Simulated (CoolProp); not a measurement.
A simple Rankine cycle with sulfur dioxide: condensing at 319.15 K, boiler at 3.29 MPa, turbine inlet 386.4 K, turbine efficiency 0.65, pump efficiency 0.6, no recuperator. Each further row changes one setting.

Values from CoolProp's reference Helmholtz-energy equation of state, Gao 2016.

| case | thermal efficiency (%) | net work (kJ/kg) | heat in (kJ/kg) | turbine exit temperature (K) | volume ratio over the turbine |
|---|---|---|---|---|---|
| as stated | 8.8 | 30.0 | 341 | 319.2 | 4.14 |
| turbine inlet 406.4 K | 9.0 | 32.9 | 364 | 319.2 | 3.87 |
| condensing temperature 311.15 K | 9.9 | 34.8 | 352 | 311.2 | 5.17 |
| boiler pressure 2.3 MPa | 7.1 | 25.8 | 361 | 321.4 | 2.75 |
| turbine efficiency 0.55 | 7.3 | 24.9 | 341 | 319.2 | 4.21 |

The expansion ends wet for: as stated; turbine inlet 406.4 K; condensing temperature 311.15 K; turbine efficiency 0.55.
